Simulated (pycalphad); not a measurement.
An equivalent pycalphad script:

```python
from pycalphad import Database, equilibrium, calculate, variables as v
import numpy as np
db = Database('COST507.tdb')
comps = ['SI', 'FE', 'VA']
phases = ['BCC_B2', 'DIAMOND_A4', 'FCC_A1', 'FE2SI', 'FE5SI3', 'FESI', 'FESI2_H', 'FESI2_L', 'LIQUID']
eq = equilibrium(db, comps, phases, {v.X('FE'): 0.361, v.T: np.arange(2250, 499, -40), v.P: 101325, v.N: 1}, output=['HM', 'SM'])
```

All values are pycalphad results on the COST 507 light-alloy database (1999) (1 atm), not direct measurements. These are 1990s assessments: newer ones move some temperatures and phases. Amounts are mole fractions of atoms. Diffusion is slow at the low end, where real alloys seldom reach equilibrium.

Results at three of the temperatures:

```
T = 2170.00 K, P = 101325 Pa, N = 1 mol of atoms
G = -150753 J/mol, H = 57315 J/mol, S = 95.88 J/(mol K)  (SER reference)
chemical potentials (J/mol): Si -119741, Fe -205647
phase             fraction      x(Si)      x(Fe)
LIQUID              1.0000     0.6390     0.3610
```

```
T = 1770.00 K, P = 101325 Pa, N = 1 mol of atoms
G = -113737 J/mol, H = 43729 J/mol, S = 88.96 J/(mol K)  (SER reference)
chemical potentials (J/mol): Si -84800, Fe -164959
phase             fraction      x(Si)      x(Fe)
LIQUID              1.0000     0.6390     0.3610
```

```
T = 570.00 K, P = 101325 Pa, N = 1 mol of atoms
G = -40401 J/mol, H = -19080 J/mol, S = 37.41 J/(mol K)  (SER reference)
chemical potentials (J/mol): Si -18800, Fe -78636
phase             fraction      x(Si)      x(Fe)
FESI2_L             0.8340     0.6667     0.3333
FESI                0.1660     0.5000     0.5000
```

Changes of the phase set, refined by bisection:

```csv
T (K),phases above,phases below
1542.6,liquid,FESI + liquid
1477.2,FESI + liquid,FESI + FESI2_H
1275.7,FESI + FESI2_H,FESI + FESI2_L
```

Database names, with the compositions (at.%) that they take in these runs: FESI: Si 50 Fe 50; FESI2_H: Si 70 Fe 30; FESI2_L: Si 67 Fe 33.
